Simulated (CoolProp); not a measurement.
A Linde-Hampson liquefier for ethylene: isothermal reversible compression at 320 K from 1 atm to 15 MPa, throttling to 1 atm, return gas leaving the recuperator 5 K below the feed. Each further row changes one setting.

Computed with CoolProp (reference Helmholtz-energy equation of state, Smukala 2000).

| case | liquid yield per pass | compression work (kJ/kg of gas) |
|---|---|---|
| as stated | 0.388 | 404 |
| high pressure 30 MPa | 0.422 | 444 |
| warm-end temperature 350 K | 0.283 | 465 |
| warm-end gap 10 K | 0.380 | 404 |
